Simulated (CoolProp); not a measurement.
A single-stage vapour-compression cycle with R142b: evaporating at 260.15 K (dew point), condensing at 286.15 K (bubble point), superheat 8 K, subcooling 2 K, compressor efficiency 0.8, no pressure losses. Each further row changes one setting.

Model: reference Helmholtz-energy equation of state, Lemmon 2006, in CoolProp. It is a short technical equation, of lower accuracy than the large ones.

| case | cooling COP | pressure ratio | discharge temperature (K) | refrigerating effect (kJ/kg) | volumetric capacity (kJ/m³) |
|---|---|---|---|---|---|
| as stated | ___ | 2.66 | 304.8 | 202 | 812 |
| evaporating temperature 265.15 K | ___ | 2.17 | 302.3 | ___ | 1000 |
| condensing temperature 281.15 K | 9.31 | ___ | 298.2 | 208 | 838 |
| subcooling 7 K | 7.62 | 2.66 | 304.8 | 208 | 838 |
| superheat 18 K | 7.37 | 2.66 | ___ | 210 | 811 |
| compressor efficiency 0.7 | 6.46 | 2.66 | 309.1 | 202 | 812 |

Q: What belongs in the gaps?

A: 
- as stated, cooling COP: 7.38
- evaporating temperature 265.15 K, cooling COP: 9.47
- evaporating temperature 265.15 K, refrigerating effect (kJ/kg): 205
- condensing temperature 281.15 K, pressure ratio: 2.24
- superheat 18 K, discharge temperature (K): 315.1
